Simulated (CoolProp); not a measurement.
Vapour-liquid equilibrium of benzene (1) + ethylbenzene (2) at 261 kPa; x and y are mole fractions of (1).

Values from CoolProp's multi-fluid Helmholtz-energy mixture model, Thol 2012 and Zhou 2012; pair parameters Bell 2016.

### Question
Give the bubble temperature and the first vapour's composition at x = 0.05, 0.5, 0.8. Is there an azeotrope?

### Answer
x = 0.05: 444.0 K, y = 0.132; x = 0.5: 411.0 K, y = 0.790; x = 0.8: 395.4 K, y = 0.948. No azeotrope shows between x = 0.05 and 0.95.

Pair parameters are fitted to limited data, so mixtures are less certain than the pure fluids.
